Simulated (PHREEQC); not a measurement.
Model water analysis in mg/kgw, 25 °C, pH 6.53, pe 11.6: Na 0.801; K 0.0692; Ca 1.27; Mg 0.0767; Cl 2.69; S(6) as SO4 0.284; Alkalinity as HCO3 1.58; Li 0.000196; F 0.000496.

Valence states are taken as typed.

All values are PHREEQC results (ion-association model, phreeqc.dat), not measurements.

| Quantity | Value |
|---|---|
| ionic strength | 0.000145 mol/kgw |
| charge-balance error | -0.7 % |

```csv
species,molality,activity,log γ
Cl-,7.59e-5,7.48e-5,-0.006
Na+,3.48e-5,3.44e-5,-0.006
Ca+2,3.17e-5,2.99e-5,-0.024
HCO3-,2.61e-5,2.58e-5,-0.006
CO2,1.71e-5,1.71e-5,0.000
Mg+2,3.15e-6,2.98e-6,-0.024
SO4-2,2.94e-6,2.78e-6,-0.024
```

This is a speciation only: nothing precipitates in the calculation.
